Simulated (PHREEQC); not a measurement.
Dissolve 3.15 mmol/kgw HF, 75 mmol/kgw H2SiF6, 90 mmol/kgw H3PO4 and 33 mmol/kgw H2SO4 at 25 °C and 300 atm. Closed to the air; pH follows from the charge balance.

Equilibrium calculation in PHREEQC: ion-association model, phreeqc.dat.

```yaml
pH: 0.82
ionic_strength: 0.274 mol/kgw
activity_of_water: 0.993
density: 1.025 g/cm³
total_alkalinity: -609 meq/kg
```

```tsv
species	molality	activity	log γ
H+	0.194	0.153	-0.103
H3PO4	0.0837	0.0891	0.027
SiF6-2	0.0737	0.0200	-0.566
HSO4-	0.0263	0.0194	-0.131
HF	0.0106	0.0113	0.027
SO4-2	0.00672	0.00178	-0.577
```

No solid was allowed to form. Examples of supersaturated solids here: Quartz (slow to form), Chalcedony (slow to form). Others may be too. Under pressure, the constants of complexes without a molar volume in the database are unreliable. SiF6-2 is the database's only silicon fluoride.
